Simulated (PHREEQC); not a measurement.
Consider water at 90 °C with 0.094 mol HF, 0.023 mol NaF and 0.18 mol HCl per kg of water. Closed to the air; pH follows from the charge balance.

Model: ion-association model, phreeqc.dat, run in PHREEQC.

This is a speciation only: nothing precipitates in the calculation.

Predict the pH.

pH 0.91.

Species that the database lacks are ignored. Constants without temperature data keep their 25 °C values here.
